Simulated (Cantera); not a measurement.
Input: 1 mol Si3H8, 0.92 mol Cl2, 23 mol N2, at 1725 K and 3900 Pa.

These are equilibrium values from Cantera (NASA tables, ideal gas, pure condensed phases), not measurements of a reactor. Candidate condensed phases: NH4Cl, Si, Si3N4; 28 gas species. The feed counts by its element totals alone. The tables' values for SiCl3, SiCl are old estimates; treat these amounts as uncertain. Equilibrium is a limit: real reactors are often held back by kinetics, nucleation or transport.

Base state: N2 0.812, H2 0.129, HCl 0.0476, SiCl2 0.0110, H 0.000338, SiCl3 0.000205, Cl 9.66e-5, SiCl 1.71e-5 (mole fractions); condensed: Si3N4(s).

Q: What changes in the equilibrium state with this change: Cl2 from 0.92 to 0.0059 mol?

A: 
```
species          before     after
-------------  --------  --------
N2                0.812     0.840
H2                0.129     0.160
HCl              0.0476  0.000469
SiCl2            0.0110   8.45e-7
SiCl3          0.000205     <1e-9
SiCl            1.71e-5   1.48e-7
Cl              9.66e-5   8.55e-7
Si3N4(s), mol     0.902     1.000
```

Q: What changes in the equilibrium state with this change: temperature from 1725 K to 1350 K?

A: 
```json
[
 {"species": "N2", "before": "0.812", "after": "0.810"},
 {"species": "H2", "before": "0.129", "after": "0.119"},
 {"species": "HCl", "before": "0.0476", "after": "0.0702"},
 {"species": "SiCl2", "before": "0.0110", "after": "0.000170"},
 {"species": "SiCl", "before": "1.71e-5", "after": "<1e-9"},
 {"species": "H", "before": "0.000338", "after": "4.17e-6"},
 {"species": "Cl", "before": "9.66e-5", "after": "2.04e-6"},
 {"species": "SiCl4", "before": "7.16e-6", "after": "7.31e-5"},
 {"species": "Si3N4(s), mol", "before": "0.902", "after": "0.997"}
]
```
N2 is the only nitrogen source here; it is nearly inert below about 1500 K, so the nitride shown seldom forms there in practice. The tables' values for SiCl3 are old estimates; treat these amounts as uncertain.

Q: What changes in the equilibrium state with this change: Cl2 from 0.92 to 0.43 mol?

A: 
```
species          before     after
-------------  --------  --------
N2                0.812     0.826
H2                0.129     0.143
HCl              0.0476    0.0272
SiCl2            0.0110   0.00320
SiCl3          0.000205   3.23e-5
SiCl            1.71e-5   9.13e-6
Cl              9.66e-5   5.23e-5
H              0.000338  0.000356
Si3N4(s), mol     0.902     0.972
```
The tables' values for SiCl3 are old estimates; treat these amounts as uncertain.
